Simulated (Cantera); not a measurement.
Cantera run, input and output.

```python
import numpy as np
import cantera as ct

gas = ct.Solution("gri30.yaml")
gas.TP = 300, 160000
flame = ct.CounterflowDiffusionFlame(gas, width=0.02)
flame.fuel_inlet.X, flame.fuel_inlet.T = {'CO': 1, 'H2': 0.49, 'N2': 1.6}, 323
flame.oxidizer_inlet.X, flame.oxidizer_inlet.T = {'O2': 0.21, 'N2': 0.79}, 750
flame.set_refine_criteria(ratio=3, slope=0.12, curve=0.24, prune=0.03)
show = ['OH', 'H', 'NO', 'CO']

rows = []
print(f"{'mdot':>8s}{'a_max':>10s}{'a_mean':>10s}{'Tmax/K':>9s}" + "".join(f"{s:>11s}" for s in show) + "   (peak mole fractions)")
for i, mdot in enumerate([0.96, 1.5, 2.2, 3.4, 5.3, 8.1, 12]):  # kg/m2/s on the oxidiser side
    flame.oxidizer_inlet.mdot, flame.fuel_inlet.mdot = mdot, 1.6 * mdot
    flame.solve(loglevel=0, auto=(i == 0))
    if flame.T.max() < max(323, 750) + 100:
        print(f"{mdot:8.3g}  no burning solution found from the previous one")
        break
    dT = np.abs(np.gradient(flame.T, flame.grid))
    rows.append([flame.strain_rate("max"), flame.strain_rate("mean"), flame.T.max(),
                 *(flame.X[gas.species_index(s)].max() for s in show), max(dT[0], dT[-1]) / dT.max()])
    print(f"{mdot:8.3g}{rows[-1][0]:10.1f}{rows[-1][1]:10.1f}{rows[-1][2]:9.1f}" + "".join(f"{x:11.3e}" for x in rows[-1][3:-1]))
```

It prints:

```
    mdot     a_max    a_mean   Tmax/K         OH          H         NO         CO   (peak mole fractions)
    0.96     396.8     118.8   1962.7  6.019e-03  5.891e-03  5.136e-05  3.287e-01
     1.5     608.8     185.6   1918.5  6.155e-03  6.947e-03  4.239e-05  3.286e-01
     2.2     881.7     272.3   1879.1  6.235e-03  7.918e-03  3.679e-05  3.285e-01
     3.4    1342.4     420.8   1828.4  6.190e-03  9.044e-03  3.133e-05  3.283e-01
     5.3    2061.1     655.9   1770.9  5.995e-03  1.016e-02  2.633e-05  3.282e-01
     8.1    3103.5    1002.4   1712.3  5.703e-03  1.109e-02  2.177e-05  3.284e-01
      12    4528.2    1485.0   1651.0  5.292e-03  1.160e-02  1.731e-05  3.284e-01
```

Model: GRI-Mech 3.0 (53 species, 325 reactions), integrated in Cantera. The maximum strain rate includes the flame's own expansion and is several times the mean.
